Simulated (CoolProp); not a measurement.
Saturation properties of sulfur dioxide (Tc = 430.6 K, pc = 7887 kPa, ω = 0.256).

The numbers come from the reference Helmholtz-energy equation of state, Gao 2016 in CoolProp.

| T (K) | p (kPa) | liquid density (kg/m³) | liquid cp (kJ/(kg K)) | vapour Z | surface tension (mN/m) |
|---|---|---|---|---|---|
| 290.6 | 302.3 | 1388 | ? | 0.9419 | 23.1 |
| 300.7 | 426.7 | 1360 | 1.396 | 0.9269 | 21.2 |
| 310.8 | 587.1 | 1330 | 1.414 | 0.9097 | 19.2 |
| 320.9 | 789.9 | 1300 | 1.436 | 0.8901 | 17.3 |
| 330.9 | ? | 1269 | 1.464 | 0.8681 | 15.4 |
| 341 | 1346 | 1235 | 1.500 | 0.8432 | 13.5 |
| 351.1 | 1716 | 1200 | 1.545 | 0.8153 | 11.6 |
| 361.2 | 2156 | 1162 | 1.604 | 0.7842 | 9.69 |
| 371.3 | 2676 | ? | 1.683 | 0.7492 | 7.84 |
| 381.4 | ? | 1076 | 1.795 | 0.7098 | 6.02 |

Task: Complete the blanks.

Result: 
- 290.6, liquid cp (kJ/(kg K)): 1.383
- 330.9, p (kPa): 1039
- 371.3, liquid density (kg/m³): 1121
- 381.4, p (kPa): 3283

It boils at 263.1 K under 1 atm.

Surface tension comes from a separate correlation (Mulero 2012).
